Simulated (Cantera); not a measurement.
An adiabatic, constant-pressure homogeneous reactor starts with CH4 : C2H6 : C3H8 : O2 : N2 : H2O = 1 : 0.037 : 0.092 : 1.15 : 10.4 : 2.3 (molar parts), equivalence ratio 2.3, at 1598 K and 0.405 atm.

Model: GRI-Mech 3.0 (53 species, 325 reactions), integrated in Cantera.

Q: Predict: time of steepest temperature rise; temperature at 0.400 s; equilibrium temperature; x(O) at 0.400 s.

A: 
```json
{
  "time_of_steepest_temperature_rise": "0.619 ms",
  "temperature at 0.400 s": "2057 K",
  "equilibrium_temperature": "2057 K",
  "x(O) at 0.400 s": "1.74e-6 (gas-phase equilibrium 1.75e-6)"
}
```
